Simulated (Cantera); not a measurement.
**NO annealing gas**

A perfectly stirred reactor is fed with 50.0 % NO, 50.0 % N2, at 0.0610 bar; it is held at 1673 K, and followed from long to short residence time.

Detailed kinetics in Cantera: GRI-Mech 3.0 (53 species, 325 reactions).

| τ (s) | x NO | x O | x N2 | x N2O | x O2 |
|---|---|---|---|---|---|
| 28 | 0.446 | 2.53e-5 | 0.527 | 6.85e-5 | 0.0268 |
| 12 | 0.475 | 1.92e-5 | 0.512 | 7.87e-5 | 0.0124 |
| 4.9 | 0.489 | 1.50e-5 | 0.505 | 8.38e-5 | 0.00521 |
| 2.1 | 0.495 | 1.27e-5 | 0.502 | 8.45e-5 | 0.00222 |
| 0.89 | 0.498 | 1.14e-5 | 0.501 | 8.14e-5 | 0.000904 |
| 0.38 | 0.499 | 1.05e-5 | 0.500 | 7.32e-5 | 0.000352 |
| 0.16 | 0.500 | 9.39e-6 | 0.500 | 5.85e-5 | 0.000121 |
| 0.067 | 0.500 | 7.84e-6 | 0.500 | 3.94e-5 | 3.37e-5 |
| 0.028 | 0.500 | 5.83e-6 | 0.500 | 2.20e-5 | 6.82e-6 |
| 0.012 | 0.500 | 3.93e-6 | 0.500 | 1.10e-5 | 1.08e-6 |
| 0.0051 | 0.500 | 2.48e-6 | 0.500 | 5.00e-6 | 1.59e-7 |
x: mole fraction; the columns are a selection and need not sum to one.
